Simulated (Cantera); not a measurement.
Feed: 1 mol Si₂Cl₆, 380 mol H₂, 0.58 mol HCl, at 1 atm.

Equilibrium computed with Cantera from the NASA thermochemical tables; the gas is ideal and each condensed phase is pure. Candidate condensed phases: Si; 19 gas species. The feed counts by its element totals alone. Equilibrium is a limit: real reactors are often held back by kinetics, nucleation or transport.

Over these rows the condensed part is Si(s). Partial pressures as log10 of bar:

```csv
T (K),1000/T (1/K),log p SiHCl₃,log p H₂,log p HCl
1225,0.8163,-3.20,0.00,-1.89
1275,0.7843,-3.43,0.00,-1.85
1325,0.7547,-3.69,0.00,-1.83
1375,0.7273,-3.96,0.00,-1.82
1425,0.7018,-4.23,0.00,-1.81
1475,0.6780,?,0.00,-1.81
```

Question: Fit log p(SiHCl₃) = a + b·(1000/T) to the five rows, give the apparent enthalpy, and predict the row at 1475 K.

Answer: Means: 1000/T = 0.7569, log p = -3.702. Sxy = 0.073975, Sxx = 0.0081961, so b = 9.03 and a = -3.702 − (9.03)×0.7569 = -10.54.
Apparent enthalpy: −19.145 × (9.03) = -173 kJ/mol. With the condensed phases at unit activity, Si(s) + 3 HCl(g) = SiHCl₃(g) + H₂(g) links this pressure to the main gases: over the six rows their terms move log p by +0.24 in all, so the slope isn't that reaction's ΔH° alone. The five rows lie within 0.04 of the line.
Prediction at 1475 K: -10.54 + (9.03)×0.6780 = -4.42. The computed value is -4.48, 0.06 from the line.
